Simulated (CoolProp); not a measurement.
Saturated liquid density (kg/m³) of R227EA: the reference equation beside estimates from Tc = 101.8 °C, pc = 2.925 MPa, ω = 0.358. Rackett uses Z = 0.29056 − 0.08775 ω.

Values from CoolProp's reference Helmholtz-energy equation of state, Lemmon 2016.

```json
[
 {"T (°C)": "-69.25", "reference": "1714", "Rackett": "1811", "van der Waals": "1020", "Soave-Redlich-Kwong": "1567", "Peng-Robinson": "1764"},
 {"T (°C)": "-57.85", "reference": "1679", "Rackett": "1773", "van der Waals": "1000", "Soave-Redlich-Kwong": "1539", "Peng-Robinson": "1734"},
 {"T (°C)": "-46.45", "reference": "1644", "Rackett": "1734", "van der Waals": "980.4", "Soave-Redlich-Kwong": "1509", "Peng-Robinson": "1702"},
 {"T (°C)": "-35.05", "reference": "1607", "Rackett": "1694", "van der Waals": "959.4", "Soave-Redlich-Kwong": "1476", "Peng-Robinson": "1667"},
 {"T (°C)": "-23.75", "reference": "1570", "Rackett": "1653", "van der Waals": "937.5", "Soave-Redlich-Kwong": "1441", "Peng-Robinson": "1629"},
 {"T (°C)": "-12.35", "reference": "1530", "Rackett": "1610", "van der Waals": "914.2", "Soave-Redlich-Kwong": "1403", "Peng-Robinson": "1588"},
 {"T (°C)": "-0.95", "reference": "1489", "Rackett": "1565", "van der Waals": "889.5", "Soave-Redlich-Kwong": "1362", "Peng-Robinson": "1542"},
 {"T (°C)": "10.45", "reference": "1446", "Rackett": "1517", "van der Waals": "863.3", "Soave-Redlich-Kwong": "1316", "Peng-Robinson": "1492"}
]
```

Absolute difference from the reference over all 8 rows, mean and median: Rackett 5.3 and 5.4 %, van der Waals 40.3 and 40.3 %, Soave-Redlich-Kwong 8.4 and 8.3 %, Peng-Robinson 3.5 and 3.5 %.
